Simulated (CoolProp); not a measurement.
Properties of R141b along the isotherm 314 K.

Values from CoolProp's reference Helmholtz-energy equation of state, Lemmon 2006. It is a short technical equation, of lower accuracy than the large ones.

```tsv
p (MPa)	phase	density (kg/m³)	cp (kJ/(kg K))	cv (kJ/(kg K))	speed of sound (m/s)	Prandtl number	fugacity coefficient
0.175	liquid	1203	1.177	0.8195	762.6	4.66	0.7471
0.351	liquid	1203	1.176	0.8195	763.8	4.66	0.3749
0.526	liquid	1204	1.176	0.8196	765.0	4.66	0.2518
0.702	liquid	1204	1.175	0.8196	766.2	4.67	0.1899
0.877	liquid	1204	1.175	0.8196	767.4	4.67	0.1530
1.05	liquid	1205	1.174	0.8197	768.5	4.68	0.1286
1.23	liquid	1205	1.174	0.8197	769.7	4.68	0.1106
1.4	liquid	1206	1.174	0.8198	___	4.68	0.09775
1.58	liquid	1206	1.173	0.8198	772.1	4.69	___
1.75	liquid	1206	1.173	0.8198	773.2	4.69	0.07922
1.93	liquid	1207	1.172	0.8199	774.4	4.69	0.07231
2.11	liquid	1207	1.172	0.8199	775.6	___	___
```

**Question.** What belongs in the gaps?

**Answer.** 
- 1.4, speed of sound (m/s): 770.9
- 1.58, fugacity coefficient: 0.08719
- 2.11, Prandtl number: 4.70
- 2.11, fugacity coefficient: 0.06659

Viscosity comes from a separate model (Huber 2003), an estimate that may be off by 10 % or more. Thermal conductivity comes from a separate model (Huber 2003), an estimate that may be off by 10 % or more.
